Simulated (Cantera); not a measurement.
Input (Python, Cantera):

```python
import numpy as np
import cantera as ct

gas = ct.Solution("gri30.yaml")
gas.TPX = 2350, 32000, {'CH4': 0.026, 'H2': 1, 'H2O': 0.038}
reactor = ct.IdealGasConstPressureReactor(gas, energy="off", clone=False)
net = ct.ReactorNet([reactor])
net.rtol, net.atol = 1e-08, 1e-18
show = ['CH4', 'H2', 'CH2', 'C2H', 'C2H4', 'C2H2', 'CH3']
times = np.geomspace(0.0002, 60, 11)

steps = ct.SolutionArray(gas, extra=["t"])
rows = []
print(f"{'t/s':>10s}{'T/K':>9s}{'P/Pa':>11s}" + "".join(f"{s:>11s}" for s in show))
for t in times:
    while net.time < t:
        t_next = net.step()
        steps.append(gas.state, t=t_next)
    rows.append([np.interp(t, steps.t, y) for y in (steps.T, steps.P, *steps(*show).X.T)])
    print(f"{t:10.3e}{rows[-1][0]:9.1f}{rows[-1][1]:11.4g}" + "".join(f"{x:11.3e}" for x in rows[-1][2:]))
rate = np.gradient(steps.T, steps.t)
print("integrator steps:", len(steps.t))
if steps.T.max() > steps.T[0] + 200:
    print(f"time of steepest temperature rise: {steps.t[rate.argmax()]:.4e} s")
gas.TPX = 2350, 32000, {'CH4': 0.026, 'H2': 1, 'H2O': 0.038}
gas.equilibrate("TP")
print(f"equilibrium (TP): T = {gas.T:.1f} K  " + "  ".join(f"{s} {gas[s].X[0]:.3e}" for s in show))
```

It prints:

```
       t/s      T/K       P/Pa        CH4         H2        CH2        C2H       C2H4       C2H2        CH3
 2.000e-04   2350.0    3.2e+04  9.834e-03  9.315e-01  6.103e-05  4.300e-06  6.671e-05  5.066e-03  3.017e-03
 7.059e-04   2350.0    3.2e+04  2.626e-03  9.352e-01  2.591e-05  8.466e-06  1.004e-05  8.583e-03  9.389e-04
 2.491e-03   2350.0    3.2e+04  1.063e-03  9.376e-01  1.306e-05  7.468e-06  4.061e-06  6.990e-03  4.122e-04
 8.794e-03   2350.0    3.2e+04  5.329e-04  9.418e-01  7.094e-06  3.379e-06  1.539e-06  3.046e-03  2.144e-04
 3.104e-02   2350.0    3.2e+04  1.079e-04  9.445e-01  1.549e-06  3.770e-07  1.419e-07  3.279e-04  4.496e-05
 1.095e-01   2350.0    3.2e+04  4.588e-08  9.448e-01  6.758e-10  6.237e-11  2.060e-11  5.352e-08  1.937e-08
 3.866e-01   2350.0    3.2e+04  1.129e-09  9.448e-01  1.676e-11  2.917e-15  9.647e-16  2.503e-12  4.768e-10
 1.365e+00   2350.0    3.2e+04  1.129e-09  9.448e-01  1.676e-11  2.917e-15  9.647e-16  2.503e-12  4.768e-10
 4.816e+00   2350.0    3.2e+04  1.129e-09  9.448e-01  1.676e-11  2.917e-15  9.647e-16  2.503e-12  4.768e-10
 1.700e+01   2350.0    3.2e+04  1.129e-09  9.448e-01  1.676e-11  2.917e-15  9.647e-16  2.503e-12  4.768e-10
 6.000e+01   2350.0    3.2e+04  1.129e-09  9.448e-01  1.676e-11  2.917e-15  9.647e-16  2.503e-12  4.768e-10
integrator steps: 1313
equilibrium (TP): T = 2350.0 K  CH4 1.305e-09  H2 9.448e-01  CH2 1.934e-11  C2H 3.371e-15  C2H4 1.115e-15  C2H2 2.893e-12  CH3 5.511e-10
```

Model: GRI-Mech 3.0 (53 species, 325 reactions), integrated in Cantera.
